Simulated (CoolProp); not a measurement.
Vapour pressure (bar) of R1224YDZ: the reference equation beside estimates from Tc = 428.7 K, pc = 33.34 bar, ω = 0.325. Clausius-Clapeyron is anchored at 207 K with a constant enthalpy of vaporisation of 30.63 kJ/mol.

Model: reference Helmholtz-energy equation of state, Akasaka 2023, in CoolProp.

| T (K) | reference | Lee-Kesler | Clausius-Clapeyron |
|---|---|---|---|
| 207 | 0.009314 | 0.009430 | 0.009314 |
| 215.1 | 0.01814 | 0.01818 | 0.01820 |
| 223.1 | 0.03308 | 0.03294 | 0.03365 |
| 231.2 | 0.05773 | 0.05727 | 0.06000 |
| 239.3 | 0.09626 | 0.09529 | 0.1029 |
| 247.3 | 0.1532 | 0.1516 | 0.1693 |
| 255.4 | 0.2367 | 0.2343 | 0.2716 |
| 263.5 | 0.3539 | 0.3508 | 0.4232 |

Absolute difference from the reference over all 8 rows, mean and median: Lee-Kesler 0.8 and 0.9 %, Clausius-Clapeyron 7.2 and 5.4 %.
